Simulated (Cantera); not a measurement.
A perfectly stirred reactor is fed with NO : N2 = 1 : 3.2 (molar parts), at 0.987 atm; it is held at 1823 K, and followed from long to short residence time.

Model: GRI-Mech 3.0 (53 species, 325 reactions), integrated in Cantera.

Task: What does this change do: 0.1 parts H2O added?

Result: 
| quantity | before | after |
|---|---|---|
| x(NO) at τ = 3.50 s | 0.165 | 0.161 |
| x(O2) at τ = 3.50 s | 0.0365 | 0.0356 |
| x(N2) at τ = 3.50 s | 0.799 | 0.780 |
| x(O) at τ = 3.50 s | 3.00e-5 | 2.92e-5 |
| x(NO2) at τ = 3.50 s | 0.000167 | 0.000159 |
| x(NO) at τ = 22.0 ms | 0.237 | 0.232 |
| x(O2) at τ = 22.0 ms | 0.000328 | 0.000358 |
| x(N2) at τ = 22.0 ms | 0.762 | 0.745 |
| x(O) at τ = 22.0 ms | 8.58e-6 | 4.34e-6 |
| x(NO2) at τ = 22.0 ms | 6.50e-5 | 3.17e-5 |

Task: What does this change do: N2 3.2 to 32 parts?

Result: 
| quantity | before | after |
|---|---|---|
| x(NO) at τ = 3.50 s | 0.165 | 0.0281 |
| x(O2) at τ = 3.50 s | 0.0365 | 0.00111 |
| x(N2) at τ = 3.50 s | 0.799 | 0.971 |
| x(O) at τ = 3.50 s | 3.00e-5 | 5.86e-6 |
| x(NO2) at τ = 3.50 s | 0.000167 | 5.58e-6 |
| x(NO) at τ = 22.0 ms | 0.237 | 0.0303 |
| x(O2) at τ = 22.0 ms | 0.000328 | 4.12e-6 |
| x(N2) at τ = 22.0 ms | 0.762 | 0.970 |
| x(O) at τ = 22.0 ms | 8.58e-6 | 2.31e-6 |
| x(NO2) at τ = 22.0 ms | 6.50e-5 | 2.33e-6 |
